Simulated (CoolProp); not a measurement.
Vapour-liquid equilibrium of R113 (1) + n-hexane (2) at 1.13 MPa; x and y are mole fractions of (1).

Model: multi-fluid Helmholtz-energy mixture model, Marx 1992 and Thol 2019; pair parameters Bell 2016, in CoolProp.

Problem. Give the bubble temperature and the first vapour's composition at x = 0.35, 0.8, 0.95. Is there an azeotrope?

Solution. x = 0.35: 432.0 K, y = 0.440; x = 0.8: 421.9 K, y = 0.837; x = 0.95: 419.6 K, y = 0.959. No azeotrope shows between x = 0.05 and 0.95.

The pair parameters rest on a limited set of measurements; away from them the model extrapolates.
